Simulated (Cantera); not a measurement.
An isothermal, constant-pressure homogeneous reactor starts with NO : N₂ = 1 : 0.17 (molar parts), at 2125 K and 428 Torr. Integrator tolerance rtol = 1e-08.

Model: GRI-Mech 3.0 (53 species, 325 reactions), integrated in Cantera.

What does this change do: temperature 2125 to 1525 K?


```csv
quantity,before,after
x(NO) at 200 s,0.0127 (gas-phase equilibrium 0.0127),0.240 (gas-phase equilibrium 0.00168)
x(N₂O) at 200 s,4.54e-7 (gas-phase equilibrium 4.54e-7),1.86e-5 (gas-phase equilibrium 6.59e-8)
x(O) at 200 s,0.00143 (gas-phase equilibrium 0.00143),4.20e-6 (gas-phase equilibrium 4.93e-6)
x(NO₂) at 200 s,1.92e-5 (gas-phase equilibrium 1.92e-5),0.00108 (gas-phase equilibrium 8.97e-6)
x(N₂) at 200 s,0.566 (gas-phase equilibrium 0.566),0.453 (gas-phase equilibrium 0.572)
x(O₂) at 200 s,0.420 (gas-phase equilibrium 0.420),0.307 (gas-phase equilibrium 0.426)
```
